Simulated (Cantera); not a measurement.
A closed system holds: 1 mol SiH2Cl2, 11 mol H2, equilibrated at 1173 K and 0.330 bar.

These are equilibrium values from Cantera (NASA tables, ideal gas, pure condensed phases), not measurements of a reactor. Candidate condensed phases: Si; 19 gas species. The tables' values for SiCl3 are old estimates; treat these amounts as uncertain. Kinetics and transport are ignored.

Base state: H2 0.929, HCl 0.0351, SiCl4 0.0186, SiHCl3 0.0115, SiCl2 0.00302, SiCl3 0.00239, SiH2Cl2 0.000904, SiH3Cl 1.94e-5 (mole fractions); condensed: Si(s).

**Question.** What changes in the equilibrium state with this change: H2 from 11 to 120 mol?

**Answer.** 
```
species       before     after
----------  --------  --------
H2             0.929     0.986
HCl           0.0351    0.0126
SiHCl3        0.0115  0.000495
SiCl4         0.0186  0.000271
SiCl3        0.00239  0.000100
SiCl2        0.00302  0.000365
SiH2Cl2     0.000904  0.000116
SiH3Cl       1.94e-5   7.36e-6
Si(s), mol     0.542     0.835
```
